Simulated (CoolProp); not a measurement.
Vapour-liquid equilibrium of CHF3 (R23) (1) + R22 (2) at 0.556 bar; x and y are mole fractions of (1).

Model: multi-fluid Helmholtz-energy mixture model, Penoncello 2003 and Kamei 1995; pair parameters Bell 2016, in CoolProp.

| x | bubble temperature (K) | y at the bubble point | dew temperature at overall composition x (K) | liquid density (mol/L) |
|---|---|---|---|---|
| 0.05 | 213.2 | 0.352 | 219.4 | 17.04 |
| 0.15 | 203.5 | 0.671 | 217.5 | 17.61 |
| 0.25 | 197.5 | 0.802 | 215.5 | 18.09 |
| 0.35 | 193.4 | 0.868 | 213.2 | 18.51 |
| 0.45 | 190.4 | 0.906 | 210.7 | 18.91 |
| 0.55 | 188.2 | 0.932 | 207.8 | 19.31 |
| 0.65 | 186.4 | 0.951 | 204.3 | 19.70 |
| 0.75 | 184.8 | 0.966 | 200.1 | 20.10 |
| 0.85 | 183.4 | 0.980 | 194.6 | 20.51 |
| 0.95 | 182.0 | 0.993 | 186.5 | 20.95 |

No azeotrope shows between x = 0.05 and 0.95.

The pair parameters rest on a limited set of measurements; away from them the model extrapolates.
